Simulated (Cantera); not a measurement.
Input: 1 mol B₂H₆, 7.5 mol H₂, at 950 K and 0.100 bar.

Cantera equilibrium calculation (NASA polynomials, part measured and part estimated; ideal gas, pure solids and liquids). Candidate condensed phases: B; 7 gas species. The feed counts by its element totals alone. The numbers say what is thermodynamically allowed, not how fast it happens.

Base state: H₂ 1.00 (mole fractions); condensed: B(s).

Problem. What changes in the equilibrium state with this change: temperature from 950 K to 2050 K?

Solution. 
```tsv
species	before	after
H₂	1.00	0.992
H	1.76e-9	0.00715
BH₂	1.15e-9	0.000614
BH₃	2.65e-8	1.27e-5
B(s), mol	2.00	1.99
```
The tables' values for BH₂ are old estimates; treat these amounts as uncertain. Gases not in the tables: B₂H₆ and higher boranes.

Problem. What changes in the equilibrium state with this change: temperature from 950 K to 2150 K?

Solution. 
```
species     before    after
---------  -------  -------
H₂            1.00    0.986
H          1.76e-9   0.0132
BH₂        1.15e-9  0.00103
B            <1e-9  1.36e-5
BH₃        2.65e-8  1.59e-5
B(s), mol     2.00     1.99
```
The tables' values for BH₂ are old estimates; treat these amounts as uncertain. Gases not in the tables: B₂H₆ and higher boranes.

Problem. What changes in the equilibrium state with this change: B₂H₆ replaced by BCl₃?

Solution. 
```tsv
species	before	after
H₂	1.00	0.841
BCl₃	0	0.0951
HCl	0	0.0638
B(s), mol	2.00	0.183
```
Gases not in the tables: BHCl₂.
